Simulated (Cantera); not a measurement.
An isothermal, constant-pressure homogeneous reactor starts with H2 : O2 = 0.0057 : 1 (molar parts), equivalence ratio 0.0029, at 1325 K and 9.00 Torr.

Cantera simulation using the H2/O2 subset of GRI-Mech 3.0, which has no nitrogen chemistry; the numbers are that mechanism's predictions, not measurements. Radical loss at walls, strong at low pressure, is not modelled.

x: mole fraction; the columns are a selection and need not sum to one.

| t (s) | x H2 | x O2 | x H2O2 | x O | x OH | x HO2 |
|---|---|---|---|---|---|---|
| 9.00e-6 | 0.00567 | 0.994 | <1e-12 | 5.15e-11 | 5.14e-11 | 3.56e-10 |
| 4.19e-5 | 0.00567 | 0.994 | <1e-12 | 8.01e-10 | 7.93e-10 | 1.66e-9 |
| 0.000195 | 0.00567 | 0.994 | <1e-12 | (withheld) | 6.94e-9 | 7.73e-9 |
| 0.000911 | 0.00567 | 0.994 | 1.67e-11 | (withheld) | 6.03e-8 | 3.60e-8 |
| 0.00424 | 0.00565 | 0.994 | 2.70e-10 | (withheld) | 8.84e-6 | 1.75e-7 |
| 0.0198 | 1.43e-5 | 0.989 | 6.78e-9 | (withheld) | 0.000647 | 2.86e-7 |
| 0.0921 | 1.20e-5 | 0.989 | 6.48e-9 | (withheld) | 0.000610 | 2.69e-7 |
| 0.429 | 8.01e-6 | 0.991 | 5.73e-9 | (withheld) | 0.000498 | 2.16e-7 |
| 2.00 | 2.30e-6 | 0.993 | 3.39e-9 | (withheld) | 0.000268 | 1.05e-7 |

Question: What belongs in the gaps?

Answer: 
- 0.000195, x O: 7.31e-9
- 0.000911, x O: 7.14e-8
- 0.00424, x O: 1.12e-5
- 0.0198, x O: 0.00504
- 0.0921, x O: 0.00456
- 0.429, x O: 0.00299
- 2.00, x O: 0.000840
